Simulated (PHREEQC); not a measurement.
A solution holds 0.99 mol KH2PO4, 0.028 mol NH3 and 0.092 mol KCl per kg of water, at 75 °C. Closed to the air; pH follows from the charge balance.

Model: ion-association model, wateq4f.dat, run in PHREEQC.

```csv
quantity,before,after
pH,4.84,5.23
ionic strength (mol/kgw),1.13,0.635
NH3 (mol/kgw),1.76e-5,3.94e-5
```

Name the change that produced these shifts.
A. KH2PO4 from 0.99 to 0.495 mol/kgw
B. NH3 from 0.028 to 0.14 mol/kgw
C. KH2PO4 left out
D. 0.85 mol/kgw CsF added
E. KCl from 0.092 to 0.46 mol/kgw

A, KH2PO4 from 0.99 to 0.495 mol/kgw

Precipitation was switched off in this run. The ionic strength passes 0.7 mol/kgw, the rough limit of the ion-association models, in before. H3PO4, which wateq4f.dat lacks, is added to it with the constant of phreeqc.dat. At this temperature some constants are extrapolated from 25 °C, and those without enthalpy data are left unchanged.
